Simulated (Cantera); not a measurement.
Mixture: CH4 : O2 : N2 = 1 : 2.63 : 11.8 (molar parts), at 1000000 Pa, adiabatic and at constant volume. Ignition delay is the time to a rise of 400 K.

Computed with Cantera and GRI-Mech 3.0 (53 species, 325 reactions).

**Question.** What does this change do: N2 11.8 to 20 parts?

**Answer.** 
| quantity | before | after |
|---|---|---|
| delay at 1123 K | 12.8 ms | 20.7 ms |
| delay at 1173 K | 6.59 ms | 10.9 ms |
| delay at 1223 K | 3.54 ms | 5.90 ms |
| delay at 1273 K | 1.96 ms | 3.31 ms |
| delay at 1323 K | 1.12 ms | 1.90 ms |
| delay at 1373 K | 0.655 ms | 1.11 ms |
| apparent activation energy between 1273 and 1373 K | 160 kJ/mol | 160 kJ/mol |

**Question.** What does this change do: CH4 1 to 2.7 parts?

**Answer.** 
```tsv
quantity	before	after
delay at 1123 K	12.8 ms	20.7 ms
delay at 1173 K	6.59 ms	10.8 ms
delay at 1223 K	3.54 ms	5.77 ms
delay at 1273 K	1.96 ms	3.19 ms
delay at 1323 K	1.12 ms	1.80 ms
delay at 1373 K	0.655 ms	1.04 ms
apparent activation energy between 1273 and 1373 K	160 kJ/mol	160 kJ/mol
```
